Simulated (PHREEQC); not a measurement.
A made-up water analysis in mg/L, 30 °C, pH 6.78, pe -1.4:

```csv
constituent,mg/L
Na,33.5
K,0.185
Ca,9.52
Mg,8.99
Cl,14
S(6) as SO4,78.3
Alkalinity as HCO3,38
Mn(2),0.197
```

Valence states are taken as typed.

All values are PHREEQC results (ion-association model, wateq4f.dat), not measurements.

No solid was allowed to form.

Task: What ionic strength, charge-balance error does the model give?

Result: ionic strength 0.00384 mol/kgw; charge-balance error 0.7 %.

Task: In which forms is C present?

Result: HCO3- 75 %, CO2 25 % of the C.
